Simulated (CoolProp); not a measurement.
A single-stage vapour-compression cycle with the fluid: evaporating at 302.15 K (dew point), condensing at 359.15 K (bubble point), superheat 5 K, subcooling 0 K, compressor efficiency 0.85, no pressure losses. The same conditions are run with several fluids, on thermodynamics alone (safety and materials aside).

Values from CoolProp's reference Helmholtz-energy equation of state of each fluid (sulfur dioxide: Gao 2016; hydrogen sulfide: Lemmon 2006; R365MFC: Lemmon 2016; tetrahydrofuran: Fiedler 2023; R245fa: Akasaka 2015; R227EA: Lemmon 2016).

### Question
Rank sulfur dioxide, hydrogen sulfide, R365MFC, tetrahydrofuran, R245fa, R227EA by cooling COP, highest first.

### Answer
tetrahydrofuran (3.84), sulfur dioxide (3.53), R365MFC (3.23), R245fa (3.19), hydrogen sulfide (2.71), R227EA (1.94)

```csv
fluid,pressure ratio,discharge temperature (K),refrigerating effect (kJ/kg),volumetric capacity (kJ/m³)
sulfur dioxide,4.61,435.5,272,3280
hydrogen sulfide,3.18,425.2,258,9350
R365MFC,6.20,359.2,116,462
tetrahydrofuran,7.24,381.5,343,251
R245fa,5.32,359.1,113,1080
R227EA,4.12,359.1,37.5,1490
```

The compression ends wet for: R365MFC; R245fa; R227EA.
